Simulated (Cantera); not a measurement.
A Cantera script and what it prints.

```python
import numpy as np
import cantera as ct

gas_names = """
    CL CL2 H HCL H2 Ti TiCL TiCL2 TiCL3 TiCL4
""".split()
cond_names = """
    Ti(a) Ti(b) Ti(L) TiCL2(s) TiCL3(s) TiCL4(L)
""".split()


# ... load() reads the species with a 1 bar reference pressure and builds the phases ...
atoms = {
    'TiCl4': {'Ti': 1, 'CL': 4},
    'H2': {'H': 2},
}
top_T = {'TiCL2(s)': 1300, 'TiCL3(s)': 1000}  # K; cautious upper limits of use, not melting points


# ... equilibrate(T, P, feed) seeds the gas with the atoms and calls Mixture.equilibrate('TP', solver="vcs", rtol=1e-11, max_steps=5000) ...
results = []
feed = {'TiCl4': 1, 'H2': 14}  # mol
T = 1300  # K
P = 27000  # Pa
mix = equilibrate(T, P, feed)
results.append((T, P, feed, dict(zip(mix.species_names, mix.species_moles))))
print(gas.report(threshold=1e-05))
for i in range(1, mix.n_phases):
    print(f"{mix.phase(i).name:16s} {mix.phase_moles(i):12.5e} mol")
```

Result:

```
       temperature   1300 K
          pressure   27000 Pa
           density   0.035429 kg/m^3
  mean mol. weight   14.183 kg/kmol
   phase of matter   gas

                          1 kg             1 kmol
                     ---------------   ---------------
          enthalpy       -6.7708e+05        -9.603e+06  J
   internal energy       -1.4392e+06       -2.0412e+07  J
           entropy             14819        2.1018e+05  J/K
    Gibbs function       -1.9942e+07       -2.8283e+08  J
 heat capacity c_p            2503.4             35506  J/K
 heat capacity c_v            1917.2             27191  J/K

                      mass frac. Y      mole frac. X     chem. pot. / RT
                     ---------------   ---------------   ---------------
               HCL           0.12141          0.047232           -37.886
                H2           0.12618           0.88767           -19.625
             TiCL2        0.00077271        9.2276e-05           -71.107
             TiCL3           0.51157          0.047048           -99.181
             TiCL4           0.24007          0.017952           -127.26
     [   +5 minor]        3.6858e-07        2.0961e-06

Ti(b)             0.00000e+00 mol
TiCL2(s)          0.00000e+00 mol
TiCL4(L)          0.00000e+00 mol
```

These are equilibrium values from Cantera (NASA tables, ideal gas, pure condensed phases), not measurements of a reactor. The tables' values for TiCl2 are old estimates; treat these amounts as uncertain.
